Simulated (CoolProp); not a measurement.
The fluid at 288.61 K and 0.234 MPa flows at 0.13 m/s in a round tube of 50 mm bore and 1.5 µm roughness, fully developed (64/Re and Nu = 3.66 if laminar; Colebrook and Gnielinski if turbulent). The same conditions are run with several fluids, on thermodynamics alone (safety and materials aside).

Values from CoolProp's reference Helmholtz-energy equation of state of each fluid (R123: Younglove 1994; methanol: de Reuck 1993; water: Wagner 2002; o-xylene: Zhou 2012).

| fluid | Reynolds number | Darcy friction factor | pressure drop (Pa/m) | heat-transfer coefficient (W/(m² K)) | mass flow (kg/h) |
|---|---|---|---|---|---|
| R123 | 20700 | 0.0257 | ___ | 226 | ___ |
| methanol | 8240 | 0.0326 | 4.38 | 274 | 731 |
| water | 5780 | 0.0359 | ___ | 569 | 918 |
| o-xylene | ___ | 0.0346 | 5.17 | 167 | 812 |

Q: Complete the blanks.

A: 
- R123, pressure drop (Pa/m): 6.48
- R123, mass flow (kg/h): 1370
- water, pressure drop (Pa/m): 6.06
- o-xylene, Reynolds number: 6630

Transport values come from each fluid's own correlations.
